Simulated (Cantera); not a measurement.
A perfectly stirred reactor is fed with CH4 : H2 : H = 0.017 : 1 : 0.18 (molar parts), at 90.0 Torr; it is held at 1923 K, and followed from long to short residence time.

Computed with Cantera and GRI-Mech 3.0 (53 species, 325 reactions). GRI-Mech 3.0 stops at C3 and has no aromatics, soot or wall deposition, so with more carbon than oxygen in the feed, carbon stays in small species such as C2H2 where larger ones or solid carbon would form.

x: mole fraction; the columns are a selection and need not sum to one.

```tsv
τ (s)	x CH4	x H2	x H	x C2H4	x C2H2	x C2H
1.0	0.00147	0.988	0.00381	8.45e-6	0.00676	3.70e-7
0.60	[?]	0.987	[?]	8.40e-6	0.00664	[?]
0.35	0.00188	0.987	[?]	8.40e-6	0.00652	[?]
0.21	0.00202	0.986	0.00569	8.47e-6	0.00642	5.27e-7
0.12	0.00211	0.984	0.00699	8.64e-6	0.00634	6.40e-7
0.072	0.00210	0.983	0.00868	8.85e-6	0.00630	7.92e-7
0.042	0.00199	0.980	0.0112	9.06e-6	0.00631	1.03e-6
0.025	0.00177	0.976	0.0148	9.13e-6	0.00636	1.37e-6
0.015	0.00147	0.971	0.0201	8.87e-6	0.00645	1.89e-6
0.0085	0.00109	0.963	0.0288	7.98e-6	0.00658	2.80e-6
```

Complete the blanks.


- 0.60, x CH4: 0.00168
- 0.60, x H: 0.00423
- 0.60, x C2H: 4.05e-7
- 0.35, x H: 0.00486
- 0.35, x C2H: 4.57e-7
